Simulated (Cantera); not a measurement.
Feed: 1 mol MgO, 5.7 mol O2, a varied amount of H2O, equilibrated at 1775 K and 10000 Pa.

Method: chemical equilibrium by Gibbs-energy minimisation in Cantera with the NASA 1993 tables (ideal gas, pure condensed phases). Candidate condensed phases: H2O, Mg, MgO, Mg(OH)2; 15 gas species. The numbers say what is thermodynamically allowed, not how fast it happens.

x: gas mole fraction; n: condensed amount in mol.

| n(H2O) (mol) | x O2 | x H2O | x OH | x O | n MgO(s) |
|---|---|---|---|---|---|
| 0.085 | 0.985 | 0.0144 | … | 0.000300 | 1.00 |
| 0.15 | 0.974 | 0.0252 | … | 0.000299 | 1.000 |
| 0.26 | 0.956 | 0.0431 | … | 0.000296 | 1.000 |
| 0.45 | 0.926 | 0.0725 | … | 0.000291 | 1.000 |
| 0.77 | 0.880 | 0.118 | … | 0.000284 | 1.000 |
| 1.3 | 0.813 | 0.185 | … | 0.000273 | 1.000 |
| 2.3 | 0.711 | 0.286 | … | 0.000255 | 1.000 |
| 4 | 0.586 | 0.411 | 0.00276 | 0.000232 | 1.000 |
| 7 | 0.448 | 0.549 | 0.00298 | 0.000203 | 1.000 |

Question: Some entries are withheld; supply them.

Answer: 
- 0.085, x OH: 0.000587
- 0.15, x OH: 0.000776
- 0.26, x OH: 0.00101
- 0.45, x OH: 0.00130
- 0.77, x OH: 0.00164
- 1.3, x OH: 0.00201
- 2.3, x OH: 0.00241
